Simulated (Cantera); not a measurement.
Cantera with NASA thermochemical tables; ideal gases at 1 bar, condensed phases pure. Values are per mole of reaction as written; species without (g) are pure solids or liquids, kept so even where they would boil at 1 bar.

Fe + H2O2(g) ⇌ Fe(OH)2

```
T (K)  ΔH° (kJ)  ΔS° (J/K)  ΔG° (kJ)  log10 K   condensed phases
-----  --------  ---------  --------  -------  -----------------
300      -437.7     -173.8    -385.6    67.13  Fe(α), Fe(OH)2(s)
1075          …          …         …        …  Fe(α), Fe(OH)2(s)
1125     -420.8     -143.4    -259.5    12.05  Fe(α), Fe(OH)2(s)
1175     -419.7     -142.4    -252.4    11.22  Fe(α), Fe(OH)2(s)
1225          …          …         …        …  Fe(γ), Fe(OH)2(s)
1275          …          …         …        …  Fe(γ), Fe(OH)2(s)
1325          …          …         …        …  Fe(γ), Fe(OH)2(s)
1375     -415.8     -139.4    -224.2     8.52  Fe(γ), Fe(OH)2(s)
```

Task: What belongs in the gaps?

Result: 
- 1075, ΔH° (kJ): -421.5
- 1075, ΔS° (J/K): -144.0
- 1075, ΔG° (kJ): -266.7
- 1075, log10 K: 12.96
- 1225, ΔH° (kJ): -419.4
- 1225, ΔS° (J/K): -142.1
- 1225, ΔG° (kJ): -245.3
- 1225, log10 K: 10.46
- 1275, ΔH° (kJ): -418.1
- 1275, ΔS° (J/K): -141.1
- 1275, ΔG° (kJ): -238.2
- 1275, log10 K: 9.76
- 1325, ΔH° (kJ): -416.9
- 1325, ΔS° (J/K): -140.2
- 1325, ΔG° (kJ): -231.1
- 1325, log10 K: 9.11
